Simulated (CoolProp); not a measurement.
Values from CoolProp's reference Helmholtz-energy equation of state, Akasaka 2015.

Question: For R245fa, give the phase and the viscosity (µPa s), conductivity (mW/(m K)) at 440 K and 0.149 MPa; 440 K and 4.01 MPa.

Answer: 
- 440 K and 0.149 MPa: gas; viscosity 17.4, conductivity 29.0
- 440 K and 4.01 MPa: supercritical; viscosity 27.5, conductivity 41.2

Viscosity comes from a separate model (Bell 2016), an estimate that may be off by 10 % or more. Thermal conductivity comes from a separate model (Huber 2003), an estimate that may be off by 10 % or more.
